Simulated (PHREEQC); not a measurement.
A solution holds 0.06 mol NH3, 9e-06 mol CO2 and 6.2e-05 mol K2CO3 per kg of water, at 20 °C. Closed to the air; pH follows from the charge balance.

Computed with PHREEQC (ion-association model, wateq4f.dat).

```json
{
 "pH": "11.17",
 "ionic_strength": "0.00123 mol/kgw",
 "total_alkalinity": "60.1 meq/kg"
}
```

```
species  molality  activity   log γ
-------  --------  --------  ------
NH3        0.0590    0.0590   0.000
NH4+      0.00105   0.00101  -0.017
OH-       0.00104  0.000998  -0.017
K+       0.000124  0.000119  -0.017
CO3-2     6.21e-5   5.32e-5  -0.067
HCO3-     8.92e-6   8.59e-6  -0.017
```

No solid was allowed to form. Complexes and solids missing from the database can't appear.
